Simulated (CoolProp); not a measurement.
A simple Rankine cycle with R11: condensing at 309.15 K, boiler at 0.606 MPa, turbine inlet 361.4 K, turbine efficiency 0.9, pump efficiency 0.6, no recuperator. Each further row changes one setting.

The numbers come from the reference Helmholtz-energy equation of state, Jacobsen 1992 in CoolProp.

| case | thermal efficiency (%) | net work (kJ/kg) | heat in (kJ/kg) | turbine exit temperature (K) | volume ratio over the turbine |
|---|---|---|---|---|---|
| as stated | 11.1 | 22.5 | 202 | 313.6 | 3.73 |
| turbine inlet 381.4 K | 11.2 | 24.2 | 216 | 333.1 | 3.69 |
| condensing temperature 301.15 K | 12.8 | 26.7 | 209 | 305.4 | 4.77 |
| boiler pressure 0.424 MPa | 8.5 | 17.5 | 205 | 326.8 | 2.61 |
| turbine efficiency 0.8 | 9.9 | 19.9 | 202 | 317.7 | 3.78 |
